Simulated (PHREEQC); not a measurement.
Dissolve 100 mmol/kgw Li2SO4 and 5.4 mmol/kgw HCl at 27 °C. Closed to the air; pH follows from the charge balance.

Equilibrium calculation in PHREEQC: ion-association model, phreeqc.dat.

This is a speciation only: nothing precipitates in the calculation.

Q: Order these S species by the share of S that they hold, largest first: HSO4-, LiSO4-, SO4-2.

A: SO4-2 (79 %), LiSO4- (17 %), HSO4- (3.7 %)

The pH is 2.88 and the ionic strength 0.264 mol/kgw.
